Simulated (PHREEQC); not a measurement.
PHREEQC input (ion-association model, phreeqc.dat):

```
SOLUTION_SPECIES
  SO4-2 + 9 H+ + 8 e- = HS- + 4 H2O  # shut off: sulfate is not reduced
    -log_k -100
    -delta_h 0
    -analytic -100
SOLUTION 0
  temp 15
  units mmol/kgw
  pH 7 charge
  Cl 12.46
  Mn(2) 1.6
  Li 8.4
  Na 0.85
SOLUTION 1-30
  temp 15
  units mmol/kgw
  pH 7 charge
  Cl 39.21
  K 3.2
  S(6) 56
  Zn 56
  Mn(2) 18
END
EXCHANGE 1-30
  X 0.0052
  -equilibrate 1
END
SELECTED_OUTPUT 1
  -reset false
  -pH true
  -pe true
  -ionic_strength true
  -water true
  -step true
  -totals Cl K Li Mn Na S Zn Mn(2) Mn(3) S(-2)
    S(6)
  -molalities NaX KX MnX2 LiX ZnX2
  -saturation_indices Pyrochroite Halite Sylvite Zn(OH)2(e)
PRINT
  -reset false
TRANSPORT
  -cells 30
  -shifts 90
  -lengths 0.0166667
  -time_step 720
  -dispersivities 0.04
  -boundary_conditions flux flux
  -correct_disp true
  -punch_cells 30
  -punch_frequency 3
END
```

Selected output (columns that matter, 19 of 31 rows; pore volumes added in front):

```
pore volumes	pH	mu	Cl	K	Li	Mn	Na	S	Zn	m_NaX	si_Pyrochroite	si_Halite	si_Sylvite	si_Zn(OH)2(e)
0	5.2123	0.17194	0.03921	0.0032	0	0.018	0	0.056	0.056	0	-7.1398	-1000	-5.0594	-3.0474
0.2167	5.2123	0.17194	0.03921	0.0032	6.5909e-08	0.018	6.4904e-09	0.056	0.056	6.3608e-11	-7.1398	-11.444	-5.0594	-3.0474
0.3167	5.2123	0.17173	0.039171	0.0031963	1.1237e-05	0.017976	1.1171e-06	0.055919	0.055919	1.0955e-08	-7.1402	-9.2084	-5.0602	-3.0478
0.5167	5.2115	0.16326	0.037594	0.0030327	0.0004827	0.017001	4.8301e-05	0.052617	0.052627	4.8703e-07	-7.1577	-7.5857	-5.0953	-3.0652
0.7167	5.2068	0.13584	0.032528	0.0024789	0.0020176	0.013863	0.00020237	0.042012	0.042058	2.2596e-06	-7.2255	-7.0094	-5.226	-3.1336
0.8167	5.2015	0.1183	0.029333	0.0021189	0.0029907	0.011877	0.00030017	0.035322	0.035402	3.6215e-06	-7.2804	-6.8707	-5.3247	-3.1901
1.0167	5.1834	0.08472	0.023362	0.0014275	0.0048127	0.0081373	0.00048334	0.022823	0.023	7.0567e-06	-7.4248	-6.7335	-5.5621	-3.3434
1.2167	5.1569	0.05864	0.018941	0.00089652	0.0061612	0.0053208	0.00061891	0.013568	0.013875	1.1239e-05	-7.5997	-6.6873	-5.8219	-3.5383
1.3167	5.1421	0.048796	0.017352	0.00069953	0.0066453	0.0042875	0.00066755	0.010241	0.010618	1.3578e-05	-7.6918	-6.6784	-5.9523	-3.6454
1.5167	5.1131	0.03452	0.015166	0.00041925	0.0073117	0.0028297	0.00073453	0.0056641	0.0061795	1.8724e-05	-7.8719	-6.6708	-6.2064	-3.8665
1.7167	5.0884	0.025697	0.013915	0.00024972	0.0076992	0.0019609	0.00077359	0.0030461	0.0036765	2.4379e-05	-8.0319	-6.6666	-6.4484	-4.0812
1.8167	5.0784	0.022735	0.013519	0.00019307	0.007827	0.0016771	0.00078659	0.0022171	0.0028912	2.7301e-05	-8.1001	-6.6645	-6.5647	-4.1809
2.0167	5.0633	0.018781	0.013015	0.00011637	0.0080043	0.0013107	0.00080492	0.0011618	0.0018909	3.3008e-05	-8.2071	-6.6601	-6.7895	-4.3578
2.2167	5.0539	0.016566	0.012748	7.1067e-05	0.0081197	0.0011224	0.00081727	0.00060234	0.0013448	3.8075e-05	-8.2741	-6.6557	-7.0055	-4.5004
2.3167	5.0507	0.01587	0.012667	5.5779e-05	0.0081635	0.0010716	0.00082209	0.00043241	0.0011684	4.0247e-05	-8.2939	-6.6537	-7.1111	-4.5595
2.5167	5.0467	0.014984	0.012566	3.4572e-05	0.0082318	0.0010259	0.00082982	0.00022186	0.00092584	4.3811e-05	-8.3123	-6.6502	-7.3192	-4.6578
2.7167	5.0446	0.014513	0.012514	2.1525e-05	0.0082807	0.0010279	0.0008355	0.00011332	0.00076861	4.6447e-05	-8.311	-6.6474	-7.5251	-4.7368
2.8167	5.044	0.014368	0.012499	1.6996e-05	0.0082995	0.0010397	0.00083772	8.0883e-05	0.0007084	4.7488e-05	-8.3058	-6.6463	-7.6278	-4.7717
3.0167	5.0433	0.014187	0.01248	1.0596e-05	0.008328	0.0010758	0.00084113	4.1129e-05	0.00061031	4.9158e-05	-8.2905	-6.6446	-7.833	-4.8355
```
